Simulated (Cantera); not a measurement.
Gas mixture: 100 % C₂H₆, at 47000 Pa, frozen composition.

Cantera's kinetic-theory transport with the Lennard-Jones parameters of GRI-Mech 3.0, ideal gas; thermal conductivity in the mixture-averaged form.

One state of this run: ρ (kg/m³) = 0.243; cp (J/kg/K) = 3308; μ (µPa s) = 19.7; λ (mW/m/K) = 86.8; Pr = 0.751; D (cm²/s) NO = 1.41; D (cm²/s) CO₂ = 1.12; D (cm²/s) CH₄ = 1.57. D: mixture-averaged diffusion coefficient of that species in the mixture.

Problem. Which value of T (K) does it belong to?
A) 1000
B) 600
C) 700
D) 400

Solution. C, 700
